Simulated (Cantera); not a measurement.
# Equilibrium for carbothermic reduction: Fe₂O₃ + CH₄ + H₂

Charge: 1 mol Fe₂O₃, 1.5 mol CH₄, 0.22 mol H₂, at 30.0 Pa.

Method: chemical equilibrium by Gibbs-energy minimisation in Cantera with the NASA 1993 tables (ideal gas, pure condensed phases). Candidate condensed phases: C, C₆H₆, C₇H₈, C₈H₁₈, Fe, Fe(CO)₅, FeO, Fe(OH)₂, Fe(OH)₃, Fe₂O₃, Fe₃O₄, H₂O; 114 gas species. Mutual solubility and eutectic melting of coexisting phases are not modelled. The tables' stoichiometric FeO is somewhat more stable than real wüstite, so its field is too wide. FeO: taken at fixed stoichiometry. Equilibrium is a limit: real reactors are often held back by kinetics, nucleation or transport.

From 1323 K to 1623 K the condensed part is Fe(γ) + FeO(s). At 1773 K the condensed part is Fe(δ) + FeO(l). From 1923 K to 2373 K nothing is condensed. The main Fe-bearing gas is Fe throughout.

```tsv
T (K)	x H₂	x H	x Fe	x CO	x H₂O	x CO₂	x O	x OH	n Fe(γ)	n FeO(s)	n Fe(δ)	n FeO(l)
1323	0.509	6.54e-5	6.93e-6	0.269	0.173	0.0491	3.90e-11	3.20e-7	1.55	0.453	0	0
1473	0.484	0.000508	0.000279	0.273	0.197	0.0449	4.96e-9	5.39e-6	1.64	0.357	0	0
1623	0.461	0.00271	0.00557	0.274	0.215	0.0413	2.56e-7	5.29e-5	1.69	0.281	0	0
1773	0.430	0.0108	0.0659	0.263	0.197	0.0325	5.99e-6	0.000306	0	0	1.34	0.327
1923	0.272	0.0284	0.290	0.190	0.185	0.0300	0.000129	0.00166	0	0	0	0
2073	0.245	0.0751	0.280	0.186	0.174	0.0273	0.00133	0.00606	0	0	0	0
2223	0.199	0.165	0.261	0.177	0.139	0.0231	0.00957	0.0167	0	0	0	0
2373	0.140	0.302	0.229	0.161	0.0720	0.0142	0.0399	0.0275	0	0	0	0
```
x: gas mole fraction; n: condensed amount in mol.
